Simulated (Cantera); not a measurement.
**Counterflow diffusion flame**

A counterflow diffusion flame at 2.17 atm, nozzles 20 mm apart: fuel side CH₄ : C₂H₆ = 1 : 0.074 (molar parts) at 525 K, oxidiser side O₂ : N₂ = 0.23 : 0.77 (molar parts) at 750 K, fuel mass flux 0.98 times the oxidiser's; mixture-averaged transport, no radiation.

Model: GRI-Mech 3.0 (53 species, 325 reactions), integrated in Cantera. GRI-Mech 3.0 has no aromatics or soot, which form on the fuel side of real flames. The maximum strain rate includes the flame's own expansion and is several times the mean.

```json
[
 {"oxidiser flux (kg/m²/s)": "0.55", "max strain (1/s)": "270", "mean strain (1/s)": "58.4", "T max (K)": "2412", "peak x OH": "0.0114", "peak x H": "0.00421", "peak x NO": "0.000668", "peak x CO": "0.0775", "peak x C₂H₂": "0.0242"},
 {"oxidiser flux (kg/m²/s)": "0.81", "max strain (1/s)": "386", "mean strain (1/s)": "86.0", "T max (K)": "2384", "peak x OH": "0.0116", "peak x H": "0.00446", "peak x NO": "0.000583", "peak x CO": "0.0750", "peak x C₂H₂": "0.0234"},
 {"oxidiser flux (kg/m²/s)": "1.2", "max strain (1/s)": "555", "mean strain (1/s)": "127", "T max (K)": "2359", "peak x OH": "0.0118", "peak x H": "0.00474", "peak x NO": "0.000520", "peak x CO": "0.0729", "peak x C₂H₂": "0.0224"},
 {"oxidiser flux (kg/m²/s)": "1.7", "max strain (1/s)": "766", "mean strain (1/s)": "180", "T max (K)": "2341", "peak x OH": "0.0119", "peak x H": "0.00500", "peak x NO": "0.000471", "peak x CO": "0.0712", "peak x C₂H₂": "0.0214"},
 {"oxidiser flux (kg/m²/s)": "2.6", "max strain (1/s)": "1130", "mean strain (1/s)": "276", "T max (K)": "2322", "peak x OH": "0.0120", "peak x H": "0.00532", "peak x NO": "0.000414", "peak x CO": "0.0696", "peak x C₂H₂": "0.0202"},
 {"oxidiser flux (kg/m²/s)": "3.8", "max strain (1/s)": "1610", "mean strain (1/s)": "403", "T max (K)": "2302", "peak x OH": "0.0120", "peak x H": "0.00555", "peak x NO": "0.000360", "peak x CO": "0.0682", "peak x C₂H₂": "0.0189"},
 {"oxidiser flux (kg/m²/s)": "5.5", "max strain (1/s)": "2270", "mean strain (1/s)": "584", "T max (K)": "2280", "peak x OH": "0.0118", "peak x H": "0.00574", "peak x NO": "0.000305", "peak x CO": "0.0670", "peak x C₂H₂": "0.0174"},
 {"oxidiser flux (kg/m²/s)": "8.1", "max strain (1/s)": "3250", "mean strain (1/s)": "860", "T max (K)": "2255", "peak x OH": "0.0114", "peak x H": "0.00587", "peak x NO": "0.000246", "peak x CO": "0.0660", "peak x C₂H₂": "0.0158"},
 {"oxidiser flux (kg/m²/s)": "12", "max strain (1/s)": "4690", "mean strain (1/s)": "1270", "T max (K)": "2225", "peak x OH": "0.0109", "peak x H": "0.00591", "peak x NO": "0.000185", "peak x CO": "0.0655", "peak x C₂H₂": "0.0139"}
]
```
x: mole fraction; the columns are a selection and need not sum to one.
